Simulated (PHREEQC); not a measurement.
Make-up at 25 °C: 57 mmol/kgw NaCl, 0.11 mmol/kgw NaHCO3 and 1.5 mmol/kgw LiCl. Closed to the air; pH follows from the charge balance.

Equilibrium calculation in PHREEQC: Pitzer model, pitzer.dat.

The pH is 7.98, the ionic strength is 0.0586 mol/kgw and the specific conductance is 6360 µS/cm. The density is 0.999 g/cm³. The osmotic coefficient comes out as 0.941. The total alkalinity comes out as 0.110 meq/kg.

| species | molality | activity | log γ |
|---|---|---|---|
| Cl- | 0.0585 | 0.0471 | -0.094 |
| Na+ | 0.0571 | 0.0467 | -0.087 |
| Li+ | 0.00150 | 0.00124 | -0.082 |
| HCO3- | 0.000107 | 9.91e-5 | -0.032 |
| CO2 | 2.27e-6 | 2.30e-6 | 0.004 |
| OH- | 1.20e-6 | 9.59e-7 | -0.097 |
| CO3-2 | 1.09e-6 | 4.31e-7 | -0.402 |
| H+ | 1.27e-8 | 1.05e-8 | -0.080 |

Precipitation was switched off in this run. Complexes and solids missing from the database can't appear.
